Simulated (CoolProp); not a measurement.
R236EA along the isotherm 74.75 °C: density (kg/m³) from the reference equation and from simpler models built on Tc = 139.3 °C, pc = 34.14 bar, ω = 0.368; each cubic takes its own stable root.

Model: reference Helmholtz-energy equation of state, Rui 2013, in CoolProp.

```
p (bar)   phase  reference  van der Waals  Redlich-Kwong  Soave-Redlich-Kwong  Peng-Robinson
-------  ------  ---------  -------------  -------------  -------------------  -------------
0.19        gas      1.002          1.001          1.002                1.002          1.002
0.432       gas      2.289          2.284          2.287                2.288          2.290
0.983       gas      5.265          5.235          5.251                5.259          5.266
2.24        gas      12.31            [?]          12.23                12.28          12.31
5.09        gas      29.87          28.79          29.34                29.64          29.86
11.6     liquid       1249          74.38          78.99                 1105           1254
26.4     liquid       1263            [?]            [?]                  [?]           1277
60       liquid       1289            [?]           1115                 1170            [?]
```

Question: What belongs in the gaps?

Answer: 
- 2.24, van der Waals: 12.14
- 26.4, van der Waals: 762.8
- 26.4, Redlich-Kwong: 1057
- 26.4, Soave-Redlich-Kwong: 1128
- 60, van der Waals: 819.2
- 60, Peng-Robinson: 1321

At some of these states van der Waals, Redlich-Kwong gives the other phase, because its saturation line lies elsewhere.
